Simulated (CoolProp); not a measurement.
Properties of R141b along the isobar 4650 kPa (Tc = 477.5 K, pc = 4212 kPa, ω = 0.220).

Computed with CoolProp (reference Helmholtz-energy equation of state, Lemmon 2006). It is a short technical equation, of lower accuracy than the large ones.

```
T (K)          phase  cv (kJ/(kg K))  speed of sound (m/s)  expansivity (1/kK)  Prandtl number
-----  -------------  --------------  --------------------  ------------------  --------------
222.9         liquid          0.7693                  1137               1.273            12.2
255.1         liquid          0.7785                  1007               1.339            7.81
287.3         liquid          0.7989                 886.9               1.448            5.75
319.5         liquid          0.8253                 772.7               1.612            4.60
351.7         liquid          0.8547                 662.4               1.859            3.86
383.9         liquid          0.8854                 553.4               2.256            3.34
416           liquid          0.9171                 442.2               2.978            2.93
448.2         liquid          0.9521                 319.3               4.802            2.61
480.4  supercritical           1.027                 134.3               36.70            3.60
```

Viscosity comes from a separate model (Huber 2003), an estimate that may be off by 10 % or more. Thermal conductivity comes from a separate model (Huber 2003), an estimate that may be off by 10 % or more.
